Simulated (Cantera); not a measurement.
A Cantera script and what it prints.

```python
import numpy as np
import cantera as ct

gas_names = [...]  # 148 gases of nasa_gas.yaml made of Al, C, H, N, O
cond_names = """
    AL(cr) AL(L) ALN(s) AL2O3(a) AL2O3(L) C(gr) C6H6(L) C7H8(L) C8H18(L),n-octa H2O(s) H2O(L)
""".split()


# ... load() reads the species with a 1 bar reference pressure and builds the phases ...
atoms = {
    'Al(CH3)3': {'AL': 1, 'C': 3, 'H': 9},
    'H2O': {'H': 2, 'O': 1},
    'N2': {'N': 2},
}
top_T = {'ALN(s)': 2750, 'C(gr)': 4500}  # K; cautious upper limits of use, not melting points


# ... equilibrate(T, P, feed) seeds the gas with the atoms and calls Mixture.equilibrate('TP', solver="vcs", rtol=1e-11, max_steps=5000) ...
results = []
feed = {'Al(CH3)3': 1, 'H2O': 0.27, 'N2': 97}  # mol
T = 1775  # K
for P in [10, 63, 400, 2500, 16000, 100000]:
    mix = equilibrate(T, P, feed)
    results.append((T, P, feed, dict(zip(mix.species_names, mix.species_moles))))

top = {s: max(r[3][s] / sum(r[3][g] for g in gas_names) for r in results) for s in gas_names}
cols = sorted((s for s in top if top[s] > 1e-06), key=lambda s: -top[s])[:9]
seen = [c for c in cond_names if any(r[3].get(c, 0) > 1e-12 for r in results)]
print("log10 of partial pressures in bar; condensed amounts in mol")
print(f"{'P/Pa':>10s}" + "".join(f"{s[:9]:>10s}" for s in cols + seen))
for T, P, feed, n in results:
    ng = sum(n[g] for g in gas_names)
    print(f"{P:10.4g}" + "".join(f"{np.log10(max(n[s] / ng * P / 1e5, 1e-99)):10.3f}" for s in cols)
          + "".join(f"{n.get(c, 0):10.4g}" for c in seen))
```

Result:

```
log10 of partial pressures in bar; condensed amounts in mol
      P/Pa        N2        H2        AL         H        CO       HCN       HNC       ALH C2H2,acet    ALN(s)     C(gr)
        10    -4.028    -5.371    -6.015    -6.224    -6.583    -6.965    -8.410    -9.012    -9.217         0     2.612
        63    -3.228    -4.553    -5.215    -5.815    -5.783    -6.156    -7.601    -7.804    -8.400         0      2.61
       400    -2.421    -3.737    -5.570    -5.407    -4.974    -5.344    -6.790    -7.751    -7.583    0.9312     2.609
      2500    -1.625    -2.938    -5.969    -5.007    -4.177    -4.547    -5.992    -7.749    -6.784    0.9956     2.609
   1.6e+04    -0.818    -2.130    -6.372    -4.604    -3.371    -3.740    -5.185    -7.749    -5.977    0.9997     2.609
     1e+05    -0.022    -1.334    -6.770    -4.205    -2.575    -2.944    -4.389    -7.749    -5.181         1     2.609
```

Cantera equilibrium calculation (NASA polynomials, part measured and part estimated; ideal gas, pure solids and liquids). The feed counts by its element totals alone.
